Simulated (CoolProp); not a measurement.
Model: reference Helmholtz-energy equation of state, Lemmon 2006, in CoolProp. It is a short technical equation, of lower accuracy than the large ones.

**Question.** Give the vapour pressure (MPa), liquid density (kg/m³), vapour density (kg/m³), surface tension (mN/m) of saturated n-nonane at 487.6 K.

**Answer.** 
```
T (K)  p (MPa)  liquid density (kg/m³)  vapour density (kg/m³)  surface tension (mN/m)
-----  -------  ----------------------  ----------------------  ----------------------
487.6    0.423                     544                    15.9                    6.18
```

Surface tension comes from a separate correlation (Mulero 2012).
